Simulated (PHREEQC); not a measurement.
A PHREEQC input (ion-association model, phreeqc.dat):

```
SOLUTION 1
  temp 25
  units mg/L
  pH 6.61
  pe 1.5
  Na 12.6
  K 59.3
  Ca 51.1
  Mg 3.8
  Cl 58.7
  S(6) 37 as SO4
  Alkalinity 141 as HCO3
  Mn(2) 2.54
END
USE solution 1
EQUILIBRIUM_PHASES 1
  Quart 0 0.5
  CO2(g) -2 10
END
```

It stops with these messages:

```
ERROR: Phase not found in database, Quart.
ERROR: Calculations terminating due to input errors.
```

The fault: the phase Quartz misspelt. The line should read `Quartz` where the input has `Quart`. With the mend the run ends at pH 7.14 and ionic strength 0.00648 mol/kgw.
